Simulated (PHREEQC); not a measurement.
**Alkaline etch or developer (model solution)**

Make-up at 80 °C: 0.0012 mol LiOH, 0.00031 mol K2SiO3 and 6.3e-05 mol K2CO3 per kg of water. Closed to the air; pH follows from the charge balance.

Equilibrium calculation in PHREEQC: ion-association model, phreeqc.dat.

No solid was allowed to form.

Question: What pH does the model give?

Answer: pH 9.77.

Question: In which forms is Si present?

Answer: H3SiO4- 78 %, H4SiO4 21 % of the Si.

At this temperature some constants are extrapolated from 25 °C, and those without enthalpy data are left unchanged.
